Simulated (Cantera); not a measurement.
## Equilibrium for chemical vapour transport: MgO + HCl + O2

A closed system holds: 1 mol MgO, a varied amount of HCl, 0.046 mol O2, equilibrated at 1225 K and 2.20 bar.

These are equilibrium values from Cantera (NASA tables, ideal gas, pure condensed phases), not measurements of a reactor. Candidate condensed phases: H2O, Mg, MgCl2, MgO, Mg(OH)2; 22 gas species. Mutual solubility and eutectic melting of coexisting phases are not modelled. Equilibrium is a limit: real reactors are often held back by kinetics, nucleation or transport.

```json
[
 {"n(HCl) (mol)": "0.2", "x HCl": "0.598", "x H2O": "0.134", "x O2": "0.133", "x Cl2": "0.132", "n MgO(s)": "1.000", "n MgCl2(l)": "0"},
 {"n(HCl) (mol)": "0.29", "x HCl": "0.657", "x H2O": "0.130", "x O2": "0.0812", "x Cl2": "0.128", "n MgO(s)": "1.000", "n MgCl2(l)": "0"},
 {"n(HCl) (mol)": "0.42", "x HCl": "0.711", "x H2O": "0.122", "x O2": "0.0446", "x Cl2": "0.119", "n MgO(s)": "0.999", "n MgCl2(l)": "0"},
 {"n(HCl) (mol)": "0.61", "x HCl": "0.762", "x H2O": "0.108", "x O2": "0.0209", "x Cl2": "0.105", "n MgO(s)": "0.999", "n MgCl2(l)": "0"},
 {"n(HCl) (mol)": "0.88", "x HCl": "0.810", "x H2O": "0.0909", "x O2": "0.00795", "x Cl2": "0.0871", "n MgO(s)": "0.997", "n MgCl2(l)": "0"},
 {"n(HCl) (mol)": "1.3", "x HCl": "0.856", "x H2O": "0.0708", "x O2": "0.00219", "x Cl2": "0.0656", "n MgO(s)": "0.994", "n MgCl2(l)": "0"},
 {"n(HCl) (mol)": "1.9", "x HCl": "0.884", "x H2O": "0.0618", "x O2": "0.000747", "x Cl2": "0.0468", "n MgO(s)": "0.973", "n MgCl2(l)": "0.0168"},
 {"n(HCl) (mol)": "2.7", "x HCl": "0.896", "x H2O": "0.0635", "x O2": "0.000387", "x Cl2": "0.0337", "n MgO(s)": "0.922", "n MgCl2(l)": "0.0628"}
]
```
x: gas mole fraction; n: condensed amount in mol.

From 0.2 mol HCl to 1.3 mol HCl the condensed part is MgO(s). From 1.9 mol HCl to 2.7 mol HCl the condensed part is MgCl2(l) + MgO(s). The main Mg-bearing gas is MgCl2 throughout.
